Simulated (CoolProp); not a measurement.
Vapour-liquid equilibrium of CHF3 (R23) (1) + R152A (2) at -40.55 °C; x and y are mole fractions of (1).

Values from CoolProp's multi-fluid Helmholtz-energy mixture model, Penoncello 2003 and Outcalt 1996; pair parameters Bell 2016.

Problem. Give the bubble pressure and the first vapour's composition at x = 0.125, 0.8, 0.95. Is there an azeotrope?

Solution. x = 0.125: 112.8 kPa, y = 0.633; x = 0.8: 547.4 kPa, y = 0.979; x = 0.95: 655.0 kPa, y = 0.995. No azeotrope shows between x = 0.05 and 0.95.

Pair parameters are fitted to limited data, so mixtures are less certain than the pure fluids.
